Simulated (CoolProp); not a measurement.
c-C4F8 (RC318) at 298.15 K and 0.081 MPa flows at 9.8 m/s in a round tube of 10 mm bore and 0.25 µm roughness, fully developed (64/Re and Nu = 3.66 if laminar; Colebrook and Gnielinski if turbulent). Each further row changes one setting.

The numbers come from the reference Helmholtz-energy equation of state, Platzer 1990 in CoolProp. This equation is an older, rougher fit.

```csv
case,Reynolds number,Darcy friction factor,pressure drop (Pa/m),heat-transfer coefficient (W/(m² K)),mass flow (kg/h)
as stated,58000,0.0203,653,146,18.6
velocity 19.6 m/s,116000,0.0176,2260,253,37.1
diameter 20 mm,116000,0.0175,282,126,74.2
```

Viscosity comes from a separate model (Huber 2003), an estimate that may be off by 10 % or more. Thermal conductivity comes from a separate model (Huber 2003), an estimate that may be off by 10 % or more.
